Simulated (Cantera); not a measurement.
An isothermal, constant-pressure homogeneous reactor starts with 21.9 % H₂, 78.1 % O₂, at 1200 K and 3400 Pa.

Cantera simulation using the H2/O2 subset of GRI-Mech 3.0, which has no nitrogen chemistry; the numbers are that mechanism's predictions, not measurements. Radical loss at walls, strong at low pressure, is not modelled. The temperature is held fixed by assumption; the heat of reaction is taken as removed at once.

x: mole fraction; the columns are a selection and need not sum to one.

```
t (s)         x H₂   x O₂    x HO₂    x H₂O₂      x OH    x H₂O
--------  --------  -----  -------  --------  --------  -------
4.00e-5      0.219  0.781  1.61e-8  1.45e-11   6.69e-9  1.61e-8
0.000133     0.219  0.781  6.07e-8  1.67e-10   2.96e-7  1.29e-6
0.000443     0.128  0.732  1.53e-5   9.95e-7    0.0109   0.0656
0.00147    0.00785  0.701  2.50e-5   1.02e-6   0.00904    0.201
0.00490        [?]  0.745      [?]   1.09e-6       [?]    0.239
0.0163    0.000114  0.753  5.22e-6   4.44e-7   0.00106    0.245
0.0543     1.14e-5  0.754  8.36e-7   1.32e-7  0.000347    0.245
0.181      1.83e-6  0.754  1.65e-7   3.99e-8  0.000143    0.246
0.601          [?]  0.754      [?]       [?]       [?]    0.246
2.00       1.00e-7  0.754  2.01e-8   3.89e-9   3.42e-5    0.246
```

**Question.** Complete the blanks.

**Answer.** 
- 0.00490, x H₂: 0.00153
- 0.00490, x HO₂: 2.00e-5
- 0.00490, x OH: 0.00393
- 0.601, x H₂: 3.93e-7
- 0.601, x HO₂: 4.34e-8
- 0.601, x H₂O₂: 1.23e-8
- 0.601, x OH: 6.72e-5
